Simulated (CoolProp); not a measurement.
Isobutane at 490.73 K and 0.568 MPa flows at 21 m/s in a round tube of 20 mm bore and 45 µm roughness, fully developed (64/Re and Nu = 3.66 if laminar; Colebrook and Gnielinski if turbulent). Each further row changes one setting.

Computed with CoolProp (reference Helmholtz-energy equation of state, Bücker 2006).

```json
[
 {"case": "as stated", "Reynolds number": "290000", "Darcy friction factor": "0.0247", "pressure drop (Pa/m)": "2270", "heat-transfer coefficient (W/(m² K))": "1590", "mass flow (kg/h)": "198"},
 {"case": "velocity 42 m/s", "Reynolds number": "580000", "Darcy friction factor": "0.0245", "pressure drop (Pa/m)": "8990", "heat-transfer coefficient (W/(m² K))": "3150", "mass flow (kg/h)": "396"},
 {"case": "diameter 40 mm", "Reynolds number": "580000", "Darcy friction factor": "0.0207", "pressure drop (Pa/m)": "950", "heat-transfer coefficient (W/(m² K))": "1320", "mass flow (kg/h)": "792"}
]
```

Viscosity comes from a separate model (Vogel 2000). Thermal conductivity comes from a separate model (Perkins 2002).
